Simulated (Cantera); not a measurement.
Input (Python, Cantera) and output of one run.

```python
import numpy as np
import cantera as ct

gas_names = [...]  # 148 gases of nasa_gas.yaml made of Al, C, H, N, O
cond_names = """
    AL(cr) AL(L) ALN(s) AL2O3(a) AL2O3(L) C(gr) C6H6(L) C7H8(L) C8H18(L),n-octa H2O(s) H2O(L)
""".split()


# ... load() reads the species with a 1 bar reference pressure and builds the phases ...
atoms = {
    'Al(CH3)3': {'AL': 1, 'C': 3, 'H': 9},
    'H2O': {'H': 2, 'O': 1},
    'N2': {'N': 2},
}
top_T = {'ALN(s)': 2750, 'C(gr)': 4500}  # K; cautious upper limits of use, not melting points


# ... equilibrate(T, P, feed) seeds the gas with the atoms and calls Mixture.equilibrate('TP', solver="vcs", rtol=1e-11, max_steps=5000) ...
results = []
feed = {'Al(CH3)3': 1, 'H2O': 7.6, 'N2': 4}  # mol
P = 150  # Pa
for T in [625, 725, 825, 925, 1025, 1125, 1225, 1325, 1425, 1525, 1625, 1725, 1825]:
    mix = equilibrate(T, P, feed)
    results.append((T, P, feed, dict(zip(mix.species_names, mix.species_moles))))

top = {s: max(r[3][s] / sum(r[3][g] for g in gas_names) for r in results) for s in gas_names}
cols = sorted((s for s in top if top[s] > 1e-05), key=lambda s: -top[s])[:6]
seen = [c for c in cond_names if any(r[3].get(c, 0) > 1e-12 for r in results)]
print("log10 of partial pressures in bar; condensed amounts in mol")
print(f"{'T/K':>10s}" + "".join(f"{s[:9]:>10s}" for s in cols + seen))
for T, P, feed, n in results:
    ng = sum(n[g] for g in gas_names)
    print(f"{T:10.4g}" + "".join(f"{np.log10(max(n[s] / ng * P / 1e5, 1e-99)):10.3f}" for s in cols)
          + "".join(f"{n.get(c, 0):10.4g}" for c in seen))
```

Output:

```
log10 of partial pressures in bar; condensed amounts in mol
       T/K        H2        N2       H2O        CO       CO2       CH4  AL2O3(a)     C(gr)
       625    -3.109    -3.476    -3.757    -4.488    -3.820    -4.534       0.5    0.4515
       725    -3.081    -3.503    -3.917    -3.950    -3.910    -6.284       0.5         0
       825    -3.096    -3.503    -3.826    -3.849    -4.026    -8.255       0.5         0
       925    -3.108    -3.503    -3.767    -3.787    -4.140    -9.817       0.5         0
      1025    -3.117    -3.503    -3.729    -3.747    -4.246   -11.080       0.5         0
      1125    -3.124    -3.503    -3.703    -3.721    -4.342   -12.120       0.5         0
      1225    -3.128    -3.503    -3.686    -3.703    -4.427   -12.990       0.5         0
      1325    -3.132    -3.503    -3.674    -3.690    -4.502   -13.728       0.5         0
      1425    -3.134    -3.503    -3.665    -3.681    -4.568   -14.361       0.5         0
      1525    -3.137    -3.503    -3.658    -3.674    -4.626   -14.910       0.5         0
      1625    -3.139    -3.503    -3.653    -3.669    -4.676   -15.390       0.5         0
      1725    -3.141    -3.504    -3.650    -3.665    -4.720   -15.816       0.5         0
      1825    -3.145    -3.505    -3.648    -3.663    -4.759   -16.198       0.5         0
```

Method: chemical equilibrium by Gibbs-energy minimisation in Cantera with the NASA 1993 tables (ideal gas, pure condensed phases). The feed counts by its element totals alone.
